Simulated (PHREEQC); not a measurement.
A solution holds 0.5 mol/kgw NaHCO3, at 25 °C. Closed to the air; pH follows from the charge balance.

Equilibrium calculation in PHREEQC: ion-association model, phreeqc.dat.

The ionic strength comes out as 0.448 mol/kgw. What activity coefficients do HCO3-, CO3-2, NaCO3-, Na+ get?

HCO3- 0.70, CO3-2 0.24, NaCO3- 0.73, Na+ 0.72.

Precipitation was switched off in this run.
